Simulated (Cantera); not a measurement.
**TiC + H2 (sublimation and decomposition of ceramics)**

Feed: 1 mol TiC, 0.058 mol H2, held at 2775 K and 2.60 bar.

Equilibrium computed with Cantera from the NASA thermochemical tables; the gas is ideal and each condensed phase is pure. Candidate condensed phases: C, C6H6, C7H8, C8H18, Ti, TiC; 77 gas species. TiC: taken at fixed stoichiometry. The numbers say what is thermodynamically allowed, not how fast it happens.

```json
{
 "x(H2)": "0.954",
 "x(H)": "0.0454",
 "x(Ti)": "0.000232",
 "x(C2H2 (acetylene))": "0.000102",
 "x(CH4)": "1.41e-5",
 "x(CH3)": "1.13e-5",
 "x(CH2)": "1.19e-6",
 "n(TiC(s))": "1.000 mol",
 "gas_amount": "0.05936 mol",
 "log10 activity of C(graphite) (absent)": "-1.23",
 "log10 activity of Ti(l) (absent)": "-1.36"
}
```
